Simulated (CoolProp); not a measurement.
Vapour-liquid equilibrium of n-hexane (1) + dimethyl carbonate (2) at 452 K; x and y are mole fractions of (1).

Values from CoolProp's multi-fluid Helmholtz-energy mixture model, Thol 2019 and Zhou 2011; pair parameters Bell 2016.

Task: Give the bubble pressure and the first vapour's composition at x = 0.05, 0.15, 0.55. Is there an azeotrope?

Result: x = 0.05: 1017 kPa, y = 0.129; x = 0.15: 1169 kPa, y = 0.289; x = 0.55: 1409 kPa, y = 0.589. y crosses x between x = 0.65 and 0.75: the model has an azeotrope there.

The pair parameters rest on a limited set of measurements; away from them the model extrapolates.
